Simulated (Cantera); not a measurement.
# Stirred combustor or abatement burner

A perfectly stirred reactor is fed with CH₄ : H₂ : O₂ : N₂ = 1 : 0.38 : 4.98 : 49.8 (molar parts), equivalence ratio 0.44, at 0.590 bar; it is adiabatic with a 675 K inlet, and is followed from long to short residence time, starting on the burning branch (τ in s: 0.12, 0.063, 0.032, 0.017, 0.0085, 0.0044, 0.0022, 0.0011, 0.00059, 0.0003, 0.00015, 7.9e-05, 4.1e-05).

Computed with Cantera and GRI-Mech 3.0 (53 species, 325 reactions).

```tsv
τ (s)	T (K)	x CH₄	x H₂	x O₂	x H	x CO
0.12	1141	0.000180	0.000192	0.0510	8.39e-6	0.00140
0.063	1126	0.000350	0.000390	0.0520	1.38e-5	0.00255
0.032	675	0.0178	0.00677	0.0887	<1e-12	<1e-12
0.017	675	0.0178	0.00677	0.0887	<1e-12	<1e-12
0.0085	675	0.0178	0.00677	0.0887	<1e-12	<1e-12
0.0044	675	0.0178	0.00677	0.0887	<1e-12	<1e-12
0.0022	675	0.0178	0.00677	0.0887	<1e-12	<1e-12
0.0011	675	0.0178	0.00677	0.0887	<1e-12	<1e-12
0.00059	675	0.0178	0.00677	0.0887	<1e-12	<1e-12
0.00030	675	0.0178	0.00677	0.0887	<1e-12	<1e-12
0.00015	675	0.0178	0.00677	0.0887	<1e-12	<1e-12
7.9e-5	675	0.0178	0.00677	0.0887	<1e-12	<1e-12
4.1e-5	675	0.0178	0.00677	0.0887	<1e-12	<1e-12
```
x: mole fraction; the columns are a selection and need not sum to one.
